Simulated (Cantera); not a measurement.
Feed: 1 mol Si, a varied amount of Cl₂, 2.6 mol H₂, held at 1348.15 K and 18800 Torr.

Equilibrium computed with Cantera from the NASA thermochemical tables; the gas is ideal and each condensed phase is pure. Candidate condensed phases: Si; 19 gas species. Gases not in the tables: Si₂H₆ and higher silanes. Equilibrium is a limit: real reactors are often held back by kinetics, nucleation or transport.

**Question.** Which condensed phases are stable at each of these points (n(Cl₂) (mol)): 0.5, 0.58, 0.68, 0.79, 0.92, 1.1, 1.2, 1.4, 1.7, 2, 2.3, 2.7?

**Answer.** 
```tsv
n(Cl₂) (mol)	condensed phases	Si condensed (%)
0.5	Si(s)	71.5
0.58	Si(s)	66.9
0.68	Si(s)	61.1
0.79	Si(s)	54.8
0.92	Si(s)	47.3
1.1	Si(s)	37.1
1.2	Si(s)	31.4
1.4	Si(s)	20.1
1.7	Si(s)	3.3
2	gas only	0.0
2.3	gas only	0.0
2.7	gas only	0.0
```

From 0.5 mol Cl₂ to 1.7 mol Cl₂ the condensed part is Si(s). From 2 mol Cl₂ to 2.7 mol Cl₂ nothing is condensed.
